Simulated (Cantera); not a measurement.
A closed system holds: 1 mol B2O3, 6.3 mol N2, 1 mol H2, held at 10.0 Torr.

Method: chemical equilibrium by Gibbs-energy minimisation in Cantera with the NASA 1993 tables (ideal gas, pure condensed phases). Candidate condensed phases: B, BN, B2O3, B3O3H3, H2O; 39 gas species. N2 is the only nitrogen source here; it is nearly inert below about 1500 K, so the nitride shown seldom forms there in practice. Mutual solubility and eutectic melting of coexisting phases are not modelled. The numbers say what is thermodynamically allowed, not how fast it happens.

Problem. Which condensed phases are stable at each of these points (T (K)): 773, 923, 1073, 1223, 1373, 1523, 1673, 1823, 1973, 2123, 2273, 2423?

Solution. 
| T (K) | condensed phases | B condensed (%) |
|---|---|---|
| 773 | BN(s) + B2O3(l) | 100.0 |
| 923 | BN(s) + B2O3(l) | 100.0 |
| 1073 | BN(s) + B2O3(l) | 100.0 |
| 1223 | BN(s) + B2O3(l) | 99.9 |
| 1373 | BN(s) + B2O3(l) | 99.5 |
| 1523 | BN(s) + B2O3(l) | 96.1 |
| 1673 | B2O3(l) | 59.8 |
| 1823 | gas only | 0.0 |
| 1973 | gas only | 0.0 |
| 2123 | gas only | 0.0 |
| 2273 | gas only | 0.0 |
| 2423 | gas only | 0.0 |

From 773 K to 1523 K the condensed part is BN(s) + B2O3(l). At 1673 K the condensed part is B2O3(l). From 1823 K to 2423 K nothing is condensed.
